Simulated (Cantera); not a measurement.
What does this Cantera script print?

```python
import numpy as np
import cantera as ct

gas_names = """
    N NO NO2 NO3 N2 N2O O O2 O3 Si SiN SiO SiO2 Si2 Si2N Si3
""".split()
cond_names = """
    Si(cr) Si(L) SiO2(Lqz) SiO2(hqz) SiO2(L) Si2N2O(s) Si3N4(a)
""".split()


# ... load() reads the species with a 1 bar reference pressure and builds the phases ...
atoms = {
    'Si3N4': {'Si': 3, 'N': 4},
    'N2O': {'N': 2, 'O': 1},
    'N2': {'N': 2},
}
top_T = {'Si2N2O(s)': 2100, 'Si3N4(a)': 2400}  # K; cautious upper limits of use, not melting points


# ... equilibrate(T, P, feed) seeds the gas with the atoms and calls Mixture.equilibrate('TP', solver="vcs", rtol=1e-11, max_steps=5000) ...
results = []
feed = {'Si3N4': 1, 'N2O': 0.73, 'N2': 2.5}  # mol
P = 1333.22  # Pa
for T in [1498, 1548, 1598, 1648, 1698, 1748, 1798, 1848, 1898, 1948, 1998, 2048, 2098]:
    mix = equilibrate(T, P, feed)
    results.append((T, P, feed, dict(zip(mix.species_names, mix.species_moles))))
    x = sorted(zip(gas.X, gas.species_names), reverse=True)
    print(f"T = {T:g} K  P = {P:g} Pa  gas = {mix.phase_moles(0):.4g} mol")
    print("   x: " + "  ".join(f"{s} {v:.3e}" for v, s in x if v > 0.0001))
    print("   condensed (mol): " + ("  ".join(f"{mix.phase(i).name} {mix.phase_moles(i):.4g}"
          for i in range(1, mix.n_phases) if mix.phase_moles(i) > 1e-12) or "none"))
```

Output:

```
T = 1498 K  P = 1333.22 Pa  gas = 3.473 mol
   x: N2 1.000e+00
   condensed (mol): Si2N2O(s) 0.73  Si3N4(a) 0.5133
T = 1548 K  P = 1333.22 Pa  gas = 3.474 mol
   x: N2 1.000e+00
   condensed (mol): Si2N2O(s) 0.7299  Si3N4(a) 0.5134
T = 1598 K  P = 1333.22 Pa  gas = 3.474 mol
   x: N2 9.998e-01  SiO 1.687e-04
   condensed (mol): Si2N2O(s) 0.7294  Si3N4(a) 0.5135
T = 1648 K  P = 1333.22 Pa  gas = 3.476 mol
   x: N2 9.994e-01  SiO 6.273e-04
   condensed (mol): Si2N2O(s) 0.7278  Si3N4(a) 0.5141
T = 1698 K  P = 1333.22 Pa  gas = 3.483 mol
   x: N2 9.978e-01  SiO 2.155e-03
   condensed (mol): Si2N2O(s) 0.7225  Si3N4(a) 0.5158
T = 1748 K  P = 1333.22 Pa  gas = 3.506 mol
   x: N2 9.931e-01  SiO 6.890e-03
   condensed (mol): Si2N2O(s) 0.7058  Si3N4(a) 0.5213
T = 1798 K  P = 1333.22 Pa  gas = 3.573 mol
   x: N2 9.791e-01  SiO 2.068e-02  Si 1.741e-04
   condensed (mol): Si2N2O(s) 0.6561  Si3N4(a) 0.5377
T = 1848 K  P = 1333.22 Pa  gas = 5.348 mol
   x: N2 9.205e-01  SiO 7.901e-02  Si 4.705e-04
   condensed (mol): Si(L) 1.96  Si2N2O(s) 0.3075
T = 1898 K  P = 1333.22 Pa  gas = 5.966 mol
   x: N2 8.766e-01  SiO 1.224e-01  Si 9.214e-04
   condensed (mol): Si(L) 2.264
T = 1948 K  P = 1333.22 Pa  gas = 5.971 mol
   x: N2 8.758e-01  SiO 1.223e-01  Si 1.742e-03
   condensed (mol): Si(L) 2.258
T = 1998 K  P = 1333.22 Pa  gas = 5.98 mol
   x: N2 8.745e-01  SiO 1.221e-01  Si 3.190e-03  Si2N 1.185e-04
   condensed (mol): Si(L) 2.248
T = 2048 K  P = 1333.22 Pa  gas = 5.995 mol
   x: N2 8.722e-01  SiO 1.218e-01  Si 5.668e-03  Si2N 1.788e-04  SiN 1.423e-04
   condensed (mol): Si(L) 2.232
T = 2098 K  P = 1333.22 Pa  gas = 6.021 mol
   x: N2 8.683e-01  SiO 1.212e-01  Si 9.796e-03  Si2N 2.641e-04  SiN 2.196e-04  Si2 1.271e-04
   condensed (mol): Si(L) 2.205
```

Equilibrium computed with Cantera from the NASA thermochemical tables; the gas is ideal and each condensed phase is pure. Mutual solubility and eutectic melting of coexisting phases are not modelled. The tables' values for SiN are old estimates; treat these amounts as uncertain.
